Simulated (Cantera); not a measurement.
Input (Python, Cantera) and output of one run.

```python
import numpy as np
import cantera as ct

gas_names = """
    B BH BH2 BH3 BO BO2 B2 B2O B2O2 B2O3 B3O3H3 H HBO HBO2 HO2 H2 H2O H2O2 H3B3O6 O OH O2 O3
""".split()
cond_names = """
    B(b) B(L) B2O3(L) B3O3H3(cr) H2O(s) H2O(L)
""".split()


# ... load() reads the species with a 1 bar reference pressure and builds the phases ...
atoms = {
    'B2O3': {'B': 2, 'O': 3},
    'O2': {'O': 2},
    'H2': {'H': 2},
}
top_T = {}  # K; cautious upper limits of use, not melting points


# ... equilibrate(T, P, feed) seeds the gas with the atoms and calls Mixture.equilibrate('TP', solver="vcs", rtol=1e-11, max_steps=5000) ...
results = []
P = 21000  # Pa
for T in [1750, 1800, 1850, 1900, 1950, 2000, 2050, 2100, 2150, 2200, 2250, 2300, 2350, 2400]:
    for m in [1.1, 1.3, 1.5, 1.7, 2, 2.3, 2.7, 3.2, 3.7, 4.3, 5, 5.9]:
        feed = {'B2O3': 1, 'O2': m, 'H2': 0.59}  # mol
        mix = equilibrate(T, P, feed)
        results.append((T, P, feed, dict(zip(mix.species_names, mix.species_moles))))

for T, P, feed, n in results:
    print(f"{T:7g} {feed['O2']:10.4g}  " + (" + ".join(c for c in cond_names if n.get(c, 0) > 1e-12) or "gas only"))
```

Result:

```
   1750        1.1  B2O3(L)
   1750        1.3  B2O3(L)
   1750        1.5  B2O3(L)
   1750        1.7  B2O3(L)
   1750          2  B2O3(L)
   1750        2.3  B2O3(L)
   1750        2.7  B2O3(L)
   1750        3.2  B2O3(L)
   1750        3.7  B2O3(L)
   1750        4.3  B2O3(L)
   1750          5  B2O3(L)
   1750        5.9  B2O3(L)
   1800        1.1  B2O3(L)
   1800        1.3  B2O3(L)
   1800        1.5  B2O3(L)
   1800        1.7  B2O3(L)
   1800          2  B2O3(L)
   1800        2.3  B2O3(L)
   1800        2.7  B2O3(L)
   1800        3.2  B2O3(L)
   1800        3.7  B2O3(L)
   1800        4.3  B2O3(L)
   1800          5  B2O3(L)
   1800        5.9  B2O3(L)
   1850        1.1  B2O3(L)
   1850        1.3  B2O3(L)
   1850        1.5  B2O3(L)
   1850        1.7  B2O3(L)
   1850          2  B2O3(L)
   1850        2.3  B2O3(L)
   1850        2.7  B2O3(L)
   1850        3.2  B2O3(L)
   1850        3.7  B2O3(L)
   1850        4.3  B2O3(L)
   1850          5  B2O3(L)
   1850        5.9  B2O3(L)
   1900        1.1  B2O3(L)
   1900        1.3  B2O3(L)
   1900        1.5  B2O3(L)
   1900        1.7  B2O3(L)
   1900          2  B2O3(L)
   1900        2.3  B2O3(L)
   1900        2.7  B2O3(L)
   1900        3.2  B2O3(L)
   1900        3.7  B2O3(L)
   1900        4.3  B2O3(L)
   1900          5  B2O3(L)
   1900        5.9  B2O3(L)
   1950        1.1  B2O3(L)
   1950        1.3  B2O3(L)
   1950        1.5  B2O3(L)
   1950        1.7  B2O3(L)
   1950          2  B2O3(L)
   1950        2.3  B2O3(L)
   1950        2.7  B2O3(L)
   1950        3.2  B2O3(L)
   1950        3.7  gas only
   1950        4.3  gas only
   1950          5  gas only
   1950        5.9  gas only
   2000        1.1  B2O3(L)
   2000        1.3  B2O3(L)
   2000        1.5  gas only
   2000        1.7  gas only
   2000          2  gas only
   2000        2.3  gas only
   2000        2.7  gas only
   2000        3.2  gas only
   2000        3.7  gas only
   2000        4.3  gas only
   2000          5  gas only
   2000        5.9  gas only
   2050        1.1  gas only
   2050        1.3  gas only
   2050        1.5  gas only
   2050        1.7  gas only
   2050          2  gas only
   2050        2.3  gas only
   2050        2.7  gas only
   2050        3.2  gas only
   2050        3.7  gas only
   2050        4.3  gas only
   2050          5  gas only
   2050        5.9  gas only
   2100        1.1  gas only
   2100        1.3  gas only
   2100        1.5  gas only
   2100        1.7  gas only
   2100          2  gas only
   2100        2.3  gas only
   2100        2.7  gas only
   2100        3.2  gas only
   2100        3.7  gas only
   2100        4.3  gas only
   2100          5  gas only
   2100        5.9  gas only
   2150        1.1  gas only
   2150        1.3  gas only
   2150        1.5  gas only
   2150        1.7  gas only
   2150          2  gas only
   2150        2.3  gas only
   2150        2.7  gas only
   2150        3.2  gas only
   2150        3.7  gas only
   2150        4.3  gas only
   2150          5  gas only
   2150        5.9  gas only
   2200        1.1  gas only
   2200        1.3  gas only
   2200        1.5  gas only
   2200        1.7  gas only
   2200          2  gas only
   2200        2.3  gas only
   2200        2.7  gas only
   2200        3.2  gas only
   2200        3.7  gas only
   2200        4.3  gas only
   2200          5  gas only
   2200        5.9  gas only
   2250        1.1  gas only
   2250        1.3  gas only
   2250        1.5  gas only
   2250        1.7  gas only
   2250          2  gas only
   2250        2.3  gas only
   2250        2.7  gas only
   2250        3.2  gas only
   2250        3.7  gas only
   2250        4.3  gas only
   2250          5  gas only
   2250        5.9  gas only
   2300        1.1  gas only
   2300        1.3  gas only
   2300        1.5  gas only
   2300        1.7  gas only
   2300          2  gas only
   2300        2.3  gas only
   2300        2.7  gas only
   2300        3.2  gas only
   2300        3.7  gas only
   2300        4.3  gas only
   2300          5  gas only
   2300        5.9  gas only
   2350        1.1  gas only
   2350        1.3  gas only
   2350        1.5  gas only
   2350        1.7  gas only
   2350          2  gas only
   2350        2.3  gas only
   2350        2.7  gas only
   2350        3.2  gas only
   2350        3.7  gas only
   2350        4.3  gas only
   2350          5  gas only
   2350        5.9  gas only
   2400        1.1  gas only
   2400        1.3  gas only
   2400        1.5  gas only
   2400        1.7  gas only
   2400          2  gas only
   2400        2.3  gas only
   2400        2.7  gas only
   2400        3.2  gas only
   2400        3.7  gas only
   2400        4.3  gas only
   2400          5  gas only
   2400        5.9  gas only
```

Method: chemical equilibrium by Gibbs-energy minimisation in Cantera with the NASA 1993 tables (ideal gas, pure condensed phases).
